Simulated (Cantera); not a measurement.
Input (Python, Cantera) and output of one run.

```python
import numpy as np
import cantera as ct

gas_names = """
    C CH CH2 CH3 CH2OH CH3O CH4 CH3OH CO COS CO2 COOH CS CS2 C2 C2H CHCO,ketyl C2H2,acetylene
    C2H2,vinylidene CH2CO,ketene C2H3,vinyl CH3CO,acetyl C2H4 C2H4O,ethylen CH3CHO,ethanal CH3COOH
    (HCOOH)2 C2H5 C2H6 CH3OCH3 C2H5OH C2O C3 C3H3,propargyl C3H4,allene C3H4,propyne C3H4,cyclo-
    C3H5,allyl C3H6,propylene C3H6,cyclo- C3H6O C3H7,n-propyl C3H7,i-propyl C3H8 C3H8O,1propanol
    C3H8O,2propanol C3O2 C4 C4H2 C4H4,1,3-cyclo- C4H6,butadiene C4H6,2-butyne C4H6,cyclo- C4H8,1-butene
    C4H8,cis2-buten C4H8,tr2-butene C4H8,isobutene C4H8,cyclo- (CH3COOH)2 C4H9,n-butyl C4H9,i-butyl
    C4H9,s-butyl C4H9,t-butyl C4H10,isobutane C4H10,n-butane C5 C5H6,1,3cyclo- C5H8,cyclo-
    C5H10,1-pentene C5H10,cyclo- C5H11,pentyl C5H11,t-pentyl C5H12,n-pentane C5H12,i-pentane
    CH3C(CH3)2CH3 C6H2 C6H5,phenyl C6H5O,phenoxy C6H6 C6H5OH,phenol C6H10,cyclo- C6H12,1-hexene
    C6H12,cyclo- C6H13,n-hexyl C7H7,benzyl C7H8 C7H8O,cresol C7H14,1-heptene C7H15,n-heptyl
    C7H16,n-heptane C8H8,styrene C8H10,ethylbenz C8H16,1-octene C8H17,n-octyl C8H18,isooctane
    C8H18,n-octane C9H19,n-nonyl C10H8,naphthale C10H21,n-decyl C12H9,o-bipheny C12H10,bipheny H HCO HO2
    H2 HCHO,formaldehy HCOOH H2O H2O2 H2S H2SO4 Mg MgH MgO MgOH MgO2H2 MgS Mg2 O OH O2 O3 S SH SO SO2
    SO3 S2 S2O S8
""".split()
cond_names = """
    C(gr) C6H6(L) C7H8(L) C8H18(L),n-octa H2O(s) H2O(L) H2SO4(L) Mg(cr) Mg(L) MgCO3(s) MgO(s) MgO(L)
    MgO2H2(s) MgS(s) MgSO4(s) MgSO4(L) S(cr1) S(cr2) S(L)
""".split()


def load(file, names, dense=False):
    # The tables refer to 1 bar. Condensed volumes are neglected.
    table = {s.name: s for s in ct.Species.list_from_file(file)}
    out = []
    for n in names:
        d = dict(table[n].input_data)
        d["thermo"] = dict(d["thermo"], **{"reference-pressure": 1e5})
        if dense:
            d["equation-of-state"] = {"model": "constant-volume", "density": "1e6 g/cm^3"}
        out.append(ct.Species.from_dict(d))
    return out


gas = ct.Solution(thermo="ideal-gas", species=load("nasa_gas.yaml", gas_names))
cond = {s.name: ct.Solution(thermo="fixed-stoichiometry", species=[s], name=s.name)
        for s in load("nasa_condensed.yaml", cond_names, dense=True)}
atoms = {
    'MgCO3': {'Mg': 1, 'C': 1, 'O': 3},
    'H2S': {'H': 2, 'S': 1},
    'O2': {'O': 2},
}
top_T = {'C(gr)': 4500, 'MgS(s)': 2250}  # K; cautious upper limits of use, not melting points


def equilibrate(T, P, feed):
    n = {}
    for name, mol in feed.items():
        for a, k in atoms[name].items():
            n[a] = n.get(a, 0.0) + k * mol
    gas.TPX = T, P, n
    mass = sum(n.values()) * gas.mean_molecular_weight
    gas.equilibrate("TP")
    valid = [c for c in cond.values() if c.min_temp <= T <= top_T.get(c.name, c.max_temp)]
    mix = ct.Mixture([(gas, mass / gas.mean_molecular_weight)] + [(c, 0.0) for c in valid])
    mix.T, mix.P = T, P
    mix.equilibrate("TP", solver="vcs", rtol=1e-11, max_steps=5000)
    return mix


results = []
T = 600  # K
P = 340000  # Pa
for m in [0.28, 0.41, 0.59, 0.86, 1.3, 1.8, 2.6]:
    feed = {'MgCO3': 1, 'H2S': m, 'O2': 3.7}  # mol
    mix = equilibrate(T, P, feed)
    results.append((T, P, feed, dict(zip(mix.species_names, mix.species_moles))))
    x = sorted(zip(gas.X, gas.species_names), reverse=True)
    print(f"T = {T:g} K  P = {P:g} Pa  n(H2S) = {m:g} mol  gas = {mix.phase_moles(0):.4g} mol")
    print("   x: " + "  ".join(f"{s} {v:.3e}" for v, s in x if v > 1e-05))
    print("   condensed (mol): " + ("  ".join(f"{mix.phase(i).name} {mix.phase_moles(i):.4g}"
          for i in range(1, mix.n_phases) if mix.phase_moles(i) > 1e-12) or "none"))
```

Result:

```
T = 600 K  P = 340000 Pa  n(H2S) = 0.28 mol  gas = 3.7 mol
   x: O2 8.486e-01  CO2 7.568e-02  H2O 7.568e-02
   condensed (mol): MgCO3(s) 0.72  MgSO4(s) 0.28
T = 600 K  P = 340000 Pa  n(H2S) = 0.41 mol  gas = 3.7 mol
   x: O2 7.784e-01  CO2 1.108e-01  H2O 1.108e-01
   condensed (mol): MgCO3(s) 0.59  MgSO4(s) 0.41
T = 600 K  P = 340000 Pa  n(H2S) = 0.59 mol  gas = 3.7 mol
   x: O2 6.811e-01  H2O 1.595e-01  CO2 1.595e-01
   condensed (mol): MgCO3(s) 0.41  MgSO4(s) 0.59
T = 600 K  P = 340000 Pa  n(H2S) = 0.86 mol  gas = 3.7 mol
   x: O2 5.351e-01  H2O 2.324e-01  CO2 2.324e-01
   condensed (mol): MgCO3(s) 0.14  MgSO4(s) 0.86
T = 600 K  P = 340000 Pa  n(H2S) = 1.3 mol  gas = 3.435 mol
   x: O2 3.203e-01  H2O 3.012e-01  CO2 2.912e-01  H2SO4 7.726e-02  SO3 1.008e-02
   condensed (mol): MgSO4(s) 1
T = 600 K  P = 340000 Pa  n(H2S) = 1.8 mol  gas = 2.978 mol
   x: H2O 3.621e-01  CO2 3.358e-01  H2SO4 2.423e-01  O2 3.358e-02  SO3 2.630e-02  SO2 1.603e-05
   condensed (mol): MgSO4(s) 1
T = 600 K  P = 340000 Pa  n(H2S) = 2.6 mol  gas = 4.6 mol
   x: H2O 5.562e-01  CO2 2.174e-01  SO2 2.001e-01  S8 1.688e-02  H2S 9.047e-03  S2 2.480e-04  S2O 9.668e-05
   condensed (mol): MgSO4(s) 1  S(L) 0.01344
```

Method: chemical equilibrium by Gibbs-energy minimisation in Cantera with the NASA 1993 tables (ideal gas, pure condensed phases). Gases not in the tables: S3 to S7.
